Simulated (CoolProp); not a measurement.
Vapour-liquid equilibrium of benzene (1) + o-xylene (2) at 0.149 MPa; x and y are mole fractions of (1).

Model: multi-fluid Helmholtz-energy mixture model, Thol 2012 and Zhou 2012; pair parameters Bell 2016, in CoolProp.

```tsv
x	bubble temperature, mixture model (K)	bubble temperature, Raoult's law (K)	y, mixture model	y, Raoult's law
0.05	426.9	425.5	0.170	0.205
0.15	415.1	413.6	0.452	0.480
0.25	404.1	404.0	0.644	0.648
0.35	394.9	396.2	0.766	0.758
0.45	387.6	389.6	0.841	0.832
0.55	381.9	384.1	0.890	0.885
0.65	377.4	379.2	0.923	0.924
0.75	373.8	375.0	0.948	0.953
0.85	370.7	371.2	0.969	0.975
0.95	367.7	367.8	0.989	0.993
```

The largest gap from Raoult's law is -2.2 K in bubble temperature, at x = 0.55. No azeotrope shows between x = 0.05 and 0.95.

Pair parameters are fitted to limited data, so mixtures are less certain than the pure fluids. The gap from Raoult's law changes sign with composition, which may be real or a fault of the pair parameters; it wasn't checked against measurements.
